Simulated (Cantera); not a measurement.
A perfectly stirred reactor is fed with 3.65 % CH₄, 2.96 % C₂H₆, 14.6 % O₂, 78.8 % N₂, at 0.340 bar; it is adiabatic with a 600 K inlet, and is followed from long to short residence time, starting on the burning branch (τ in s: 0.35, 0.14, 0.052, 0.02, 0.0075, 0.0029, 0.0011, 0.00042, 0.00016, 6.2e-05, 2.4e-05, 9e-06).

Cantera simulation using GRI-Mech 3.0 (53 species, 325 reactions); the numbers are that mechanism's predictions, not measurements.

### Question
Predict: blow-out, bracketed by the residence times tried; x(CH₄) at τ = 0.350 s; x(C₂H₆) at τ = 0.350 s; x(O₂) at τ = 0.350 s; x(NO) at τ = 0.350 s; x(OH) at τ = 0.350 s; x(CH₄) at τ = 1.10 ms; x(C₂H₆) at τ = 1.10 ms; x(O₂) at τ = 1.10 ms; x(NO) at τ = 1.10 ms; x(OH) at τ = 1.10 ms.

### Answer
| Item | Result |
|---|---|
| blow-out, bracketed by the residence times tried | burning at 0.420 ms, out at 0.160 ms |
| x(CH₄) at τ = 0.350 s | 3.04e-6 |
| x(C₂H₆) at τ = 0.350 s | 2.13e-7 |
| x(O₂) at τ = 0.350 s | 0.000350 |
| x(NO) at τ = 0.350 s | 0.000259 |
| x(OH) at τ = 0.350 s | 0.00143 |
| x(CH₄) at τ = 1.10 ms | 0.000177 |
| x(C₂H₆) at τ = 1.10 ms | 3.07e-5 |
| x(O₂) at τ = 1.10 ms | 0.00636 |
| x(NO) at τ = 1.10 ms | 0.000110 |
| x(OH) at τ = 1.10 ms | 0.00380 |
